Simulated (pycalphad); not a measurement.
Computed with pycalphad from the COST 507 light-alloy database (1999), at 1 atm. No gas phase is included, though pure Mg would boil below 1650 K. These are 1990s assessments: newer ones move some temperatures and phases. The system is extrapolated from its subsystems; higher-order compounds may be missing. Diffusion is slow at the low end, where real alloys seldom reach equilibrium.

Q: How does the equilibrium phase assembly of Mg-0.47Si-0.2Fe-0.24Al (at.%) change on cooling from 1650 K to 350 K?

A: 
| T (K) | phases above | phases below |
|---|---|---|
| 1428.2 | liquid | bcc + liquid |
| 1308.4 | bcc + liquid | ordered bcc (B2) + liquid |
| 1293.1 | ordered bcc (B2) + liquid | bcc + liquid |
| 1146.2 | bcc + liquid | ordered bcc (B2) + liquid |
| 918.3 | ordered bcc (B2) + liquid | ordered bcc (B2) + hcp + liquid |
| 910.1 | ordered bcc (B2) + hcp + liquid | ordered bcc (B2) + hcp + liquid + MG2SI |
| 909.0 | ordered bcc (B2) + hcp + liquid + MG2SI | ordered bcc (B2) + hcp + MG2SI |
| 564.3 | ordered bcc (B2) + hcp + MG2SI | AL2FE + ordered bcc (B2) + hcp + MG2SI |
| 374.1 | AL2FE + ordered bcc (B2) + hcp + MG2SI | AL5FE2 + ordered bcc (B2) + hcp + MG2SI |
Changes were sought between steps of 25 K, so a narrower field can be missed.

Database names, with the compositions (at.%) that they take in these runs: MG2SI: Mg 67 Si 33; AL2FE: Al 67 Fe 33; AL5FE2: Al 71 Fe 29.
